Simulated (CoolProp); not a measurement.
Computed with CoolProp (reference Helmholtz-energy equation of state, Gao 2022).

Problem. For n-perfluoropentane, give the phase and the density (kg/m³), cv (kJ/(kg K)), Joule-Thomson coefficient (K/MPa), isothermal compressibility (1/MPa) at 451.5 K and 5380 kPa; 451.5 K and 8460 kPa.

Solution. 
- 451.5 K and 5380 kPa: supercritical; density 973, cv 1.02, Joule-Thomson coefficient 1.68, isothermal compressibility 0.0720
- 451.5 K and 8460 kPa: supercritical; density 1110, cv 1.01, Joule-Thomson coefficient 0.556, isothermal compressibility 0.0268
